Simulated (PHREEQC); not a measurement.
A solution holds 0.022 mol/kgw H2SO4, 0.0081 mol/kgw Al(NO3)3 and 0.00024 mol/kgw CO2, at 42 °C. Closed to the air; pH follows from the charge balance.

All values are PHREEQC results (ion-association model, phreeqc.dat), not measurements.

```tsv
quantity	before	after
pH	1.55	1.60
ionic strength (mol/kgw)	0.0576	0.0558
HSO4- (mol/kgw)	0.0108	0.0140
AlSO4+ (mol/kgw)	0.00533	0.00481
SO4-2 (mol/kgw)	0.00501	0.00273
Al+3 (mol/kgw)	0.00234	0.00302
SI of Gibbsite (Al(OH)3)	-5.84	-3.93
```

What was changed between the two runs?
(A) temperature from 42 to 5 °C
(B) 0.00029 mol/kgw KCl added
(C) temperature from 42 to 80 °C
(D) diluted 2-fold with water

C, temperature from 42 to 80 °C

Precipitation was switched off in this run. At this temperature some constants are extrapolated from 25 °C, and those without enthalpy data are left unchanged.
